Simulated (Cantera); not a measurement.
Feed: 1 mol C₂F₆, 1.7 mol HCl, 3.6 mol H₂, equilibrated at 2348 K and 630 Torr.

Cantera equilibrium calculation (NASA polynomials, part measured and part estimated; ideal gas, pure solids and liquids). Candidate condensed phases: C, C₆H₆, C₇H₈, C₈H₁₈; 118 gas species. The feed counts by its element totals alone. Kinetics and transport are ignored.

Base state: HF 0.719, HCl 0.197, H₂ 0.0732, Cl 0.00702, H 0.00365, C₂H₂ (acetylene) 0.000400, F 4.91e-5 (mole fractions); condensed: C(graphite).

Question: What changes in the equilibrium state with this change: C₂F₆ replaced by CCl₄?

Answer: 
```json
[
 {"species": "HCl", "before": "0.197", "after": "0.757"},
 {"species": "H₂", "before": "0.0732", "after": "0.220"},
 {"species": "Cl", "before": "0.00702", "after": "0.0156"},
 {"species": "HF", "before": "0.719", "after": "0"},
 {"species": "F", "before": "4.91e-5", "after": "0"},
 {"species": "Cl₂", "before": "7.84e-6", "after": "3.86e-5"},
 {"species": "C(graphite), mol", "before": "1.99", "after": "0.981"}
]
```

Question: What changes in the equilibrium state with this change: pressure from 630 Torr to 7.50 Torr?

Answer: 
```csv
species,before,after
HF,0.719,0.693
HCl,0.197,0.149
H₂,0.0732,0.0760
Cl,0.00702,0.0477
H,0.00365,0.0340
F,4.91e-5,0.000426
C₂H₂ (acetylene),0.000400,0.000415
"C(graphite), mol",1.99,1.99
```
